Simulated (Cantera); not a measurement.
A freely propagating, adiabatic, planar premixed flame of H2 : O2 : N2 = 1 : 0.943 : 3.55 (molar parts), equivalence ratio 0.53, unburnt at 675 K and 1.01 bar; multicomponent+Soret transport, grid criteria slope 0.08 and curve 0.16, no radiation.

Computed with Cantera and the H2/O2 subset of GRI-Mech 3.0, which has no nitrogen chemistry. Burning velocities carry a grid error of a few per cent, more on coarse grids. Lean hydrogen flames are cellular in practice and burn faster than this planar one.

x: mole fraction of selected species; z is measured from the peak of heat release.

| z (mm) | T (K) | u (m/s) | x H2 | x O2 | x O | x H2O2 | x H | x H2O |
|---|---|---|---|---|---|---|---|---|
| -1.31 | 675 | 4.71 | 0.182 | 0.172 | <1e-8 | <1e-8 | <1e-8 | <1e-8 |
| -0.875 | 675 | 4.71 | 0.182 | 0.172 | <1e-8 | <1e-8 | <1e-8 | <1e-8 |
| -0.657 | 675 | 4.71 | 0.182 | 0.172 | <1e-8 | <1e-8 | <1e-8 | 1.10e-7 |
| -0.438 | 675 | 4.70 | 0.181 | 0.172 | 5.46e-8 | … | 4.03e-7 | 8.75e-6 |
| -0.219 | 712 | 4.87 | 0.162 | 0.174 | 2.71e-5 | … | 0.000268 | 0.00302 |
| -0.109 | 900 | 6.01 | 0.126 | 0.168 | 0.000579 | … | 0.00354 | 0.0255 |
| 0 | 1219 | 7.99 | 0.0662 | 0.138 | 0.00480 | … | 0.0138 | 0.0875 |
| 0.109 | 1463 | 9.53 | 0.0244 | 0.104 | 0.0104 | … | 0.0183 | 0.144 |
| 0.219 | 1597 | 10.4 | 0.0129 | 0.0924 | 0.0116 | … | 0.0152 | 0.163 |
| 0.438 | 1733 | 11.2 | 0.00862 | 0.0884 | 0.00939 | … | 0.00911 | 0.175 |
| 0.875 | 1846 | 11.8 | 0.00563 | 0.0874 | 0.00597 | … | 0.00419 | 0.183 |
| 1.75 | 1926 | 12.3 | 0.00293 | 0.0875 | 0.00304 | … | 0.00143 | 0.190 |
| 3.50 | 1972 | 12.5 | 0.00122 | 0.0881 | 0.00126 | … | 0.000366 | 0.194 |

Question: Some entries are withheld; supply them.

Answer: 
- -0.438, x H2O2: 4.89e-8
- -0.219, x H2O2: 8.80e-6
- -0.109, x H2O2: 1.29e-5
- 0, x H2O2: 7.99e-6
- 0.109, x H2O2: 4.22e-6
- 0.219, x H2O2: 2.32e-6
- 0.438, x H2O2: 1.17e-6
- 0.875, x H2O2: 6.37e-7
- 1.75, x H2O2: 3.71e-7
- 3.50, x H2O2: 2.18e-7
